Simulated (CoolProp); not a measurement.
Aqueous potassium formate as a coolant, at 6 °C, 1 atm.

Model: Melinder's fits for secondary coolants, in CoolProp.

```tsv
mass %	freezing point (°C)	viscosity (mPa s)	Prandtl number	conductivity (W/(m K))	cp (kJ/(kg K))
4.7	-2.1	(withheld)	11.2	0.566	4.012
10.5	-5.2	(withheld)	11.4	0.557	3.787
16.3	-8.9	(withheld)	11.7	0.548	3.572
22.1	-13.3	1.97	12.4	0.538	(withheld)
27.9	-18.8	2.19	13.2	0.528	3.182
33.7	-25.7	2.42	14.2	0.516	3.014
39.5	-34.2	2.70	15.4	0.502	2.865
```

Q: What belongs in the gaps?

A: 
- 4.7, viscosity (mPa s): 1.59
- 10.5, viscosity (mPa s): 1.68
- 16.3, viscosity (mPa s): 1.80
- 22.1, cp (kJ/(kg K)): 3.369
